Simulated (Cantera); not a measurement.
Source: NASA polynomial tables (part measured, part estimated), evaluated in Cantera. Values are per mole of reaction as written; species without (g) are pure solids or liquids, kept so even where they would boil at 1 bar.

NbO2(g) + 4 NH3(g) = Nb + 12 H(g) + 2 N2O(g)

```
T (K)  ΔH° (kJ)  ΔS° (J/K)  ΔG° (kJ)  log10 K
-----  --------  ---------  --------  -------
300      3163.2      810.1    2920.2  -508.44
1000     3258.3      980.8    2277.5  -118.96
1150     3273.6      995.1    2129.3   -96.71
1300          …          …         …        …
1450     3299.9     1015.5    1827.5   -65.83
1600     3311.4     1023.0    1674.6   -54.67
1750          …          …         …        …
1900          …          …         …        …
```

Problem. Fill in the missing entries.

Solution. 
- 1300, ΔH° (kJ): 3287.4
- 1300, ΔS° (J/K): 1006.4
- 1300, ΔG° (kJ): 1979.1
- 1300, log10 K: -79.52
- 1750, ΔH° (kJ): 3321.9
- 1750, ΔS° (J/K): 1029.3
- 1750, ΔG° (kJ): 1520.6
- 1750, log10 K: -45.39
- 1900, ΔH° (kJ): 3331.6
- 1900, ΔS° (J/K): 1034.6
- 1900, ΔG° (kJ): 1365.8
- 1900, log10 K: -37.55
